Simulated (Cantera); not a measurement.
A perfectly stirred reactor is fed with CH4 : CO2 = 1 : 0.33 (molar parts), at 0.424 atm; it is held at 2148 K, and followed from long to short residence time.

Cantera simulation using GRI-Mech 3.0 (53 species, 325 reactions); the numbers are that mechanism's predictions, not measurements. GRI-Mech 3.0 stops at C3 and has no aromatics, soot or wall deposition, so with more carbon than oxygen in the feed, carbon stays in small species such as C2H2 where larger ones or solid carbon would form.

Question: What does this change do: temperature 2148 to 1750 K?

Answer: 
```json
[
 {"quantity": "x(CH4) at τ = 28.0 s", "before": "0.000612", "after": "0.00884"},
 {"quantity": "x(CO2) at τ = 28.0 s", "before": "3.07e-6", "after": "0.000344"},
 {"quantity": "x(O) at τ = 28.0 s", "before": "7.06e-11", "after": "8.33e-12"},
 {"quantity": "x(HO2) at τ = 28.0 s", "before": "<1e-12", "after": "<1e-12"},
 {"quantity": "x(CH2O) at τ = 28.0 s", "before": "2.67e-8", "after": "3.02e-8"},
 {"quantity": "x(CH4) at τ = 37.0 ms", "before": "0.0105", "after": "0.163"},
 {"quantity": "x(CO2) at τ = 37.0 ms", "before": "0.00207", "after": "0.0638"},
 {"quantity": "x(O) at τ = 37.0 ms", "before": "3.35e-8", "after": "2.27e-10"},
 {"quantity": "x(HO2) at τ = 37.0 ms", "before": "<1e-12", "after": "<1e-12"},
 {"quantity": "x(CH2O) at τ = 37.0 ms", "before": "6.11e-7", "after": "3.95e-6"}
]
```
